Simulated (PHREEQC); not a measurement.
**Metal-bearing waste water (model solution)**

Consider water at 25 °C with 0.019 mol/kgw Pb(NO3)2 and 0.0079 mol/kgw ZnCl2. Closed to the air; pH follows from the charge balance.

Equilibrium calculation in PHREEQC: ion-association model, phreeqc.dat.

Precipitation was switched off in this run.

### Question
Predict the pH.

### Answer
pH 4.85.

### Question
In which forms is Zn present?

### Answer
Zn+2 99 %, ZnCl+ 1.4 % of the Zn.

Complexes and solids missing from the database can't appear.
